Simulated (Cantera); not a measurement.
An adiabatic, constant-volume homogeneous reactor starts with 7.47 % CH4, 18.4 % O2, 69.3 % N2, 3.96 % H2O, 0.822 % CO2, at 975 K and 100000 Pa.

Cantera simulation using GRI-Mech 3.0 (53 species, 325 reactions); the numbers are that mechanism's predictions, not measurements. Below about 1000 K GRI-Mech 3.0 lacks low-temperature oxidation paths.

Problem. Predict: time of steepest temperature rise; temperature at 7.00 s; equilibrium temperature; x(O2) at 7.00 s; x(H2O) at 7.00 s; x(HO2) at 7.00 s; x(H2O2) at 7.00 s.

Solution. 
```
Item                                                                 Value
---------------------------------  ---------------------------------------
time of steepest temperature rise                                   1.57 s
temperature at 7.00 s                                               2587 K
equilibrium temperature                                             2587 K
x(O2) at 7.00 s                      0.0347 (gas-phase equilibrium 0.0347)
x(H2O) at 7.00 s                       0.174 (gas-phase equilibrium 0.174)
x(HO2) at 7.00 s                   7.78e-6 (gas-phase equilibrium 7.78e-6)
x(H2O2) at 7.00 s                  4.49e-7 (gas-phase equilibrium 4.49e-7)
```
